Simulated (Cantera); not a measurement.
A freely propagating, adiabatic, planar premixed flame of 9.51 % CH4, 19.0 % O2, 71.5 % N2, equivalence ratio 1.0, unburnt at 400 K and 6150 Torr; mixture-averaged transport, grid criteria slope 0.08 and curve 0.16, no radiation.

Detailed kinetics in Cantera: GRI-Mech 3.0 (53 species, 325 reactions). Burning velocities carry a grid error of a few per cent, more on coarse grids.

x: mole fraction of selected species; z is measured from the peak of heat release.

```tsv
z (mm)	T (K)	u (m/s)	x CH4	x O2	x N2O	x NO2	x NO	x CH3
-0.297	400	0.256	0.0950	0.190	<1e-8	<1e-8	<1e-8	<1e-8
-0.198	405	0.259	0.0945	0.190	<1e-8	1.99e-8	<1e-8	1.34e-8
-0.149	422	0.270	0.0933	0.188	<1e-8	1.23e-7	2.68e-8	6.62e-8
-0.0991	…	0.347	0.0860	0.179	1.11e-8	1.05e-6	3.25e-7	8.15e-7
-0.0495	…	0.682	0.0556	0.134	9.94e-8	3.02e-6	5.74e-6	7.62e-5
-0.0248	…	0.977	0.0281	0.0887	2.20e-7	1.09e-6	1.54e-5	0.000706
0	…	1.25	0.00436	0.0407	3.89e-7	8.03e-8	2.85e-5	0.00106
0.0248	2087	1.36	9.15e-5	0.0192	5.65e-7	4.66e-8	4.33e-5	4.80e-5
0.0495	2156	1.40	1.20e-6	0.0134	6.28e-7	5.19e-8	5.17e-5	7.68e-7
0.0991	2225	1.44	<1e-8	0.00952	5.88e-7	5.26e-8	6.09e-5	<1e-8
0.198	2278	1.47	<1e-8	0.00677	4.79e-7	4.93e-8	7.23e-5	<1e-8
0.396	2308	1.48	<1e-8	0.00507	3.74e-7	4.62e-8	8.78e-5	<1e-8
0.793	2320	1.49	<1e-8	0.00437	3.26e-7	5.11e-8	0.000112	<1e-8
```

Fill in the missing entries.


- -0.0991, T (K): 539
- -0.0495, T (K): 1048
- -0.0248, T (K): 1494
- 0, T (K): 1916
